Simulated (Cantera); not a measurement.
A Cantera script and what it prints.

```python
import numpy as np
import cantera as ct

gas_names = """
    N H2S NH3
""".split()
cond_names = """
    Fe(a) Fe(c) Fe(d) Fe(L) FeS2(s)
""".split()


# ... load() reads the species with a 1 bar reference pressure and builds the phases ...
species = {s.name: s for s in load("nasa_gas.yaml", gas_names) + load("nasa_condensed.yaml", cond_names)}
# Each term lists the table entries of one substance; the one whose range holds T is used.
reactions = {
    '4 N(g) + 6 H2S(g) + 3 Fe = 3 FeS2 + 4 NH3(g)':
        [(-4, ['N']), (-6, ['H2S']), (-3, ['Fe(a)', 'Fe(c)', 'Fe(d)', 'Fe(L)']), (3, ['FeS2(s)']), (4, ['NH3'])],
}


def pick(names, T):
    return next(species[n] for n in names if species[n].thermo.min_temp <= T <= species[n].thermo.max_temp)


results = []
for label, terms in reactions.items():
    print(label)
    print("     T/K   dH/kJ  dS/(J/K)   dG/kJ   log10 K")
    for T in [400, 450, 500, 550, 600, 650, 700, 750]:
        used = [(nu, pick(names, T)) for nu, names in terms]
        dH = sum(nu * s.thermo.h(T) for nu, s in used) / 1e6
        dS = sum(nu * s.thermo.s(T) for nu, s in used) / 1e3
        dG = dH - T * dS / 1e3
        logK = -dG * 1e6 / (ct.gas_constant * T * np.log(10))
        results.append((label, T, dH, dS, dG, logK, [s.name for _, s in used]))
        print(f"{T:8g} {dH:8.1f} {dS:8.1f} {dG:8.1f} {logK:8.2f}")
```

Output:

```
4 N(g) + 6 H2S(g) + 3 Fe = 3 FeS2 + 4 NH3(g)
     T/K   dH/kJ  dS/(J/K)   dG/kJ   log10 K
     400  -2468.8  -1007.7  -2065.7   269.74
     450  -2469.6  -1009.8  -2015.2   233.92
     500  -2470.3  -1011.2  -1964.7   205.25
     550  -2470.9  -1012.3  -1914.1   181.78
     600  -2471.3  -1013.1  -1863.5   162.23
     650  -2471.7  -1013.7  -1812.8   145.68
     700  -2472.1  -1014.3  -1762.1   131.49
     750  -2472.5  -1014.8  -1711.4   119.19
```

Standard-state values (1 bar) from the NASA 1993 polynomials, evaluated with Cantera. Condensed species are held in their standard states even where they would react or evaporate.
